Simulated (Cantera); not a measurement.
# Premixed flame

A freely propagating, adiabatic, planar premixed flame of 3.91 % CH4, 0.121 % C2H6, 1.52 % C3H8, 19.8 % O2, 74.6 % N2, equivalence ratio 0.80, unburnt at 575 K and 1.97 atm; mixture-averaged transport, grid criteria slope 0.08 and curve 0.16, no radiation.

Computed with Cantera and GRI-Mech 3.0 (53 species, 325 reactions). GRI-Mech 3.0 was tuned for natural gas; its chemistry of propane as a main component is partial and can be far from experiment. Burning velocities carry a grid error of a few per cent, more on coarse grids.

```tsv
z (mm)	T (K)	u (m/s)	x CH4	x C2H6	x C3H8	x H2	x CH2	x CH2O
-0.583	575	0.909	0.0390	0.00121	0.0152	0.000594	<1e-8	2.76e-7
-0.388	578	0.914	0.0389	0.00121	0.0152	0.00165	<1e-8	5.14e-6
-0.291	586	0.928	0.0386	0.00121	0.0152	0.00284	<1e-8	2.40e-5
-0.194	633	1.01	0.0370	0.00121	0.0150	0.00510	<1e-8	0.000180
-0.0971	940	1.52	0.0280	0.00132	0.0111	0.00890	7.45e-8	0.00121
-0.0486	1302	2.13	0.0171	0.00103	0.00406	0.0109	3.95e-6	0.00148
0	1668	2.76	0.00487	0.000105	0.000128	0.0105	2.92e-5	0.000666
0.0486	1833	3.03	0.000426	4.59e-7	9.84e-8	0.00733	8.47e-6	8.89e-5
0.0971	1897	3.12	1.99e-5	<1e-8	<1e-8	0.00567	5.00e-7	4.82e-6
0.194	1976	3.23	5.00e-8	<1e-8	<1e-8	0.00488	<1e-8	1.40e-8
0.388	2064	3.35	<1e-8	<1e-8	<1e-8	0.00377	<1e-8	<1e-8
0.777	2139	3.46	<1e-8	<1e-8	<1e-8	0.00231	<1e-8	<1e-8
1.55	2188	3.53	<1e-8	<1e-8	<1e-8	0.00127	<1e-8	<1e-8
```
x: mole fraction of selected species; z is measured from the peak of heat release.

```yaml
laminar_burning_velocity: 90.8 cm/s
thermal_thickness: 0.194 mm
peak x(H2): 0.0112
peak x(CH2): 2.95e-5
peak x(CH2O): 0.00152
grid_points: 133
```
